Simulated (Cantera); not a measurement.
**Catalytic combustion on Pt**

An isothermal plug-flow reactor at 1225 K and 0.510 bar (inlet), inlet velocity 0.085 m/s, active area per volume 160 1/m; feed 0.464 % CH4, 1.35 % O2, 96.9 % N2, 1.26 % H2O.

Computed with Cantera and Deutschmann's 1995 Pt surface mechanism with GRI-Mech 3.0 gas chemistry. Catalytic surfaces can have several steady states; this one follows from the mechanism file's or the stated starting coverage. Mass transfer to the wall is taken as infinitely fast.

| z (m) | x CH4 | x O2 | x H2O | x CO2 | x CO | θ free Pt | θ O* | θ OH* |
|---|---|---|---|---|---|---|---|---|
| 0.00059 | 0.00103 | 0.00650 | 0.0197 | 0.00347 | 3.20e-6 | 0.693 | 0.306 | 0.00109 |
| 0.0011 | 0.000246 | 0.00498 | 0.0212 | 0.00422 | 8.66e-7 | 0.705 | 0.294 | 0.00111 |
| 0.0022 | 1.07e-5 | 0.00448 | 0.0217 | 0.00447 | 8.41e-8 | 0.710 | 0.289 | 0.00112 |
| 0.0042 | 6.04e-8 | 0.00441 | 0.0218 | 0.00450 | 2.72e-8 | 0.711 | 0.288 | 0.00112 |
| 0.0081 | 3.06e-9 | 0.00437 | 0.0218 | 0.00452 | 1.48e-8 | 0.711 | 0.288 | 0.00112 |
| 0.016 | 1.76e-9 | 0.00434 | 0.0219 | 0.00454 | 5.40e-9 | 0.712 | 0.287 | 0.00112 |
| 0.03 | 1.53e-9 | 0.00432 | 0.0219 | 0.00455 | 2.54e-9 | 0.712 | 0.287 | 0.00112 |
| 0.059 | 1.14e-9 | 0.00430 | 0.0219 | 0.00457 | 1.73e-9 | 0.712 | 0.287 | 0.00112 |
x: gas mole fraction; θ: surface coverage.
